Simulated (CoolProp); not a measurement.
Vapour-liquid equilibrium of benzene (1) + n-octane (2) at 23.3 kPa; x and y are mole fractions of (1).

Values from CoolProp's multi-fluid Helmholtz-energy mixture model, Thol 2012 and Beckmüller 2019; pair parameters Bell 2016.

Task: Give the bubble temperature and the first vapour's composition at x = 0.35, 0.65, 0.85. Is there an azeotrope?

Result: x = 0.35: 54.2 °C, y = 0.764; x = 0.65: 45.3 °C, y = 0.903; x = 0.85: 41.5 °C, y = 0.958. No azeotrope shows between x = 0.05 and 0.95.

Pair parameters are fitted to limited data, so mixtures are less certain than the pure fluids.
